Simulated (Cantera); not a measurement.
Input (Python, Cantera) and output of one run.

```python
import numpy as np
import cantera as ct

gas_names = """
    N2 ALBr3 Br2
""".split()
cond_names = """
    ALN(s)
""".split()


# ... load() reads the species with a 1 bar reference pressure and builds the phases ...
species = {s.name: s for s in load("nasa_gas.yaml", gas_names) + load("nasa_condensed.yaml", cond_names)}
# Each term lists the table entries of one substance; the one whose range holds T is used.
reactions = {
    'N2(g) + 2 AlBr3(g) = 3 Br2(g) + 2 AlN':
        [(-1, ['N2']), (-2, ['ALBr3']), (3, ['Br2']), (2, ['ALN(s)'])],
}


def pick(names, T):
    return next(species[n] for n in names if species[n].thermo.min_temp <= T <= species[n].thermo.max_temp)


results = []
for label, terms in reactions.items():
    print(label)
    print("     T/K   dH/kJ  dS/(J/K)   dG/kJ   log10 K")
    for T in [2150, 2200, 2250, 2300, 2350, 2400, 2450]:
        used = [(nu, pick(names, T)) for nu, names in terms]
        dH = sum(nu * s.thermo.h(T) for nu, s in used) / 1e6
        dS = sum(nu * s.thermo.s(T) for nu, s in used) / 1e3
        dG = dH - T * dS / 1e3
        logK = -dG * 1e6 / (ct.gas_constant * T * np.log(10))
        results.append((label, T, dH, dS, dG, logK, [s.name for _, s in used]))
        print(f"{T:8g} {dH:8.1f} {dS:8.1f} {dG:8.1f} {logK:8.2f}")
```

It prints:

```
N2(g) + 2 AlBr3(g) = 3 Br2(g) + 2 AlN
     T/K   dH/kJ  dS/(J/K)   dG/kJ   log10 K
    2150    300.2    -97.4    509.7   -12.38
    2200    301.2    -97.0    514.5   -12.22
    2250    302.2    -96.5    519.4   -12.06
    2300    303.2    -96.1    524.2   -11.90
    2350    304.3    -95.6    529.0   -11.76
    2400    305.4    -95.2    533.8   -11.62
    2450    306.4    -94.7    538.5   -11.48
```

Cantera with NASA thermochemical tables; ideal gases at 1 bar, condensed phases pure. Condensed species are held in their standard states even where they would react or evaporate.
